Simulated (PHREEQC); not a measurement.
## Nickel, zinc or cadmium bath (model solution)

Consider water at 72 °C with 0.04 mol/kgw Ni(NO3)2, 0.15 mol/kgw NaOH and 0.001 mol/kgw HCl. Closed to the air; pH follows from the charge balance.

Computed with PHREEQC (ion-association model, wateq4f.dat).

Each row changes one thing in this solution. Precipitation was switched off in this run.

| case | pH | ionic strength (mol/kgw) | SI of Halite (NaCl) |
|---|---|---|---|
| as made | 11.26 | 0.152 | -5.78 |
| Ni(NO3)2 left out | 11.80 | 0.150 | -5.78 |
| diluted 10-fold with water | 10.58 | 0.0164 | -7.62 |
| diluted 100-fold with water | 9.76 | 0.00188 | -9.54 |
| NaOH from 0.15 to 0.015 mol/kgw | 8.69 | 0.107 | -6.76 |

In wateq4f.dat the enthalpy of Ni(OH)2 has the wrong sign, so its saturation index can't be trusted away from 25 °C. Constants without temperature data keep their 25 °C values here.
